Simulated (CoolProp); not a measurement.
Vapour-liquid equilibrium of ethylene (1) + 1-butene (2) at 0.341 MPa; x and y are mole fractions of (1).

Computed with CoolProp (multi-fluid Helmholtz-energy mixture model, Smukala 2000 and Lemmon 2005; pair parameters Bell 2016).

```
x     bubble temperature, mixture model (°C)  bubble temperature, Raoult's law (°C)  y, mixture model  y, Raoult's law
----  --------------------------------------  -------------------------------------  ----------------  ---------------
0.05                                     7.5                                    1.5             0.507            0.621
0.2                                    -33.7                                  -36.7             0.920            0.939
0.35                                   -52.1                                  -53.2             0.975            0.980
0.5                                    -62.5                                  -63.0             0.990            0.992
0.65                                   -69.5                                  -69.7             0.995            0.997
0.8                                    -74.6                                  -74.8             0.998            0.999
0.95                                   -78.7                                  -78.8             1.000            1.000
```

The largest gap from Raoult's law is +6.0 K in bubble temperature, at x = 0.05. No azeotrope shows between x = 0.05 and 0.95.

Pair parameters are fitted to limited data, so mixtures are less certain than the pure fluids.
